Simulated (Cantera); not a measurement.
**Hydrocarbon pyrolysis for carbon deposition**

An isothermal, constant-pressure homogeneous reactor starts with CH₄ : N₂ = 1 : 1.1 (molar parts), at 1925 K and 100.0 Torr.

Model: GRI-Mech 3.0 (53 species, 325 reactions), integrated in Cantera. GRI-Mech 3.0 stops at C3 and has no aromatics, soot or wall deposition, so with more carbon than oxygen in the feed, carbon stays in small species such as C2H2 where larger ones or solid carbon would form.

| t (s) | x CH₄ | x H₂ | x CH₂ | x C₂H₆ | x CH₃ |
|---|---|---|---|---|---|
| 0.000600 | 0.329 | 0.123 | 1.94e-5 | 0.000812 | 0.0137 |
| 0.00151 | 0.160 | 0.310 | 1.31e-5 | 0.000243 | 0.00761 |
| 0.00382 | 0.0701 | 0.408 | 8.20e-6 | 5.30e-5 | 0.00367 |
| 0.00962 | 0.0261 | 0.455 | 4.78e-6 | 8.89e-6 | 0.00157 |
| 0.0243 | 0.00853 | 0.473 | 2.30e-6 | 1.14e-6 | 0.000587 |
| 0.0612 | 0.00279 | 0.479 | 9.15e-7 | 1.35e-7 | 0.000206 |
| 0.154 | 0.00104 | 0.481 | 3.61e-7 | 2.04e-8 | 7.81e-5 |
| 0.389 | 0.000522 | 0.482 | 1.84e-7 | 6.31e-9 | 3.94e-5 |
| 0.981 | 0.000434 | 0.482 | 1.54e-7 | 4.82e-9 | 3.28e-5 |
| 2.47 | 0.000432 | 0.482 | 1.53e-7 | 4.79e-9 | 3.26e-5 |
| 6.24 | 0.000432 | 0.482 | 1.53e-7 | 4.79e-9 | 3.26e-5 |
| 15.7 | 0.000432 | 0.482 | 1.53e-7 | 4.79e-9 | 3.26e-5 |
| 39.7 | 0.000432 | 0.482 | 1.53e-7 | 4.78e-9 | 3.26e-5 |
| 100 | 0.000431 | 0.482 | 1.53e-7 | 4.77e-9 | 3.26e-5 |
x: mole fraction; the columns are a selection and need not sum to one.

Equilibrium at this temperature and pressure: CH₄ 0.000348, H₂ 0.482, CH₂ 1.23e-7, C₂H₆ 3.10e-9, CH₃ 2.63e-5 (gas phase only).
